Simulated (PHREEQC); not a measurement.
Dissolve 13 mmol/kgw HF and 25 mmol/kgw NH4HF2 at 25 °C. Closed to the air; pH follows from the charge balance.

Computed with PHREEQC (ion-association model, wateq4f.dat).

Precipitation was switched off in this run.

Question: Order these F species by the share of F that they hold, largest first: F-, H2F2, HF, HF2-.

Answer: HF (47 %), F- (37 %), HF2- (8.5 %), H2F2 (7.3 %)

The pH is 3.00 and the ionic strength 0.0261 mol/kgw. Complexes and solids missing from the database can't appear. wateq4f.dat counts part of the HF as a dimer, H2F2, which phreeqc.dat doesn't know; its constant is uncertain.
